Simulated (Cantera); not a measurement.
Equilibrium for nitride etching: BN + HF

A closed system holds: 1 mol BN, 6.9 mol HF, held at 725 K and 0.100 bar.

Equilibrium computed with Cantera from the NASA thermochemical tables; the gas is ideal and each condensed phase is pure. Candidate condensed phases: B, BN; 31 gas species. The numbers say what is thermodynamically allowed, not how fast it happens.

```json
{
 "x(HF)": "0.565",
 "x(H₂)": "0.217",
 "x(BF₃)": "0.145",
 "x(N₂)": "0.0725",
 "x(NH₃)": "1.87e-5",
 "x(H₂F₂)": "4.83e-6",
 "gas_amount": "6.900 mol",
 "log10 activity of B(s) (absent)": "-19.47"
}
```
